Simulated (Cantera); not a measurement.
Input: 1 mol SiF4, 2.7 mol N2, a varied amount of NH3, at 773.15 K and 10000 Pa.

Equilibrium computed with Cantera from the NASA thermochemical tables; the gas is ideal and each condensed phase is pure. Candidate condensed phases: Si, Si3N4; 37 gas species. Kinetics and transport are ignored.

Q: At 15 mol NH3, list the 5 most abundant gas species with their mole fractions, and the condensed phases.

A: H2 0.668, N2 0.303, SiF4 0.0297, NH3 0.000119, HF 4.15e-5. Condensed: Si3N4(s).
